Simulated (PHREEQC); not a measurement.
0.023 g of hydrous ferric oxide (600 m²/g; 0.2 weak and 0.005 strong sites per Fe, Dzombak-Morel constants, diffuse double layer) in 1 kg of water with 0.01 mol/kgw of an inert sodium salt and 9.5e-08 mol/kgw NiCl2, 4.1e-05 mol/kgw MgCl2 and 9.1e-07 mol/kgw SrCl2, at 25 °C; the pH is set by adding NaOH or the inert anion's acid. Oxygen alone is held at its pressure in air (log pO2 = -0.68). The system is closed to CO2. No solid was allowed to form.

The series has 17 steps of pH, from 4 to 10.

Equilibrium calculation in PHREEQC: ion-association model, wateq4f.dat.

Near which pH is half of the Ni sorbed, and on which side is more sorbed?

Near pH 6.9, with more sorbed at higher pH.

Near which pH is half of the Mg sorbed, and on which side is more sorbed?

Near pH 9.5, with more sorbed at higher pH.

Complexes and solids missing from the database can't appear.
